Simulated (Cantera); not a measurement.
A perfectly stirred reactor is fed with CH₄ : O₂ : N₂ = 1 : 4.08 : 15.3 (molar parts), at 140000 Pa; it is adiabatic with a 725 K inlet, and is followed from long to short residence time, starting on the burning branch (τ in s: 0.034, 0.019, 0.01, 0.0057, 0.0032, 0.0018, 0.00097, 0.00054, 0.0003, 0.00017, 9.1e-05).

Cantera simulation using GRI-Mech 3.0 (53 species, 325 reactions); the numbers are that mechanism's predictions, not measurements.

Task: What does this change do: pressure from 140000 Pa to 310000 Pa?

Result: 
```tsv
quantity	before	after
blow-out, bracketed by the residence times tried	burning at 0.170 ms, out at 91.0 µs	burning at 0.170 ms, out at 91.0 µs
x(CH₄) at τ = 34.0 ms	1.62e-5	1.31e-5
x(O₂) at τ = 34.0 ms	0.102	0.102
x(C₂H₂) at τ = 34.0 ms	1.07e-9	1.99e-9
x(H) at τ = 34.0 ms	1.82e-5	4.53e-6
x(N₂O) at τ = 34.0 ms	7.09e-7	7.65e-7
x(CH₄) at τ = 1.80 ms	0.000108	9.28e-5
x(O₂) at τ = 1.80 ms	0.103	0.103
x(C₂H₂) at τ = 1.80 ms	4.53e-9	1.35e-8
x(H) at τ = 1.80 ms	0.000265	6.34e-5
x(N₂O) at τ = 1.80 ms	8.70e-7	1.76e-6
```
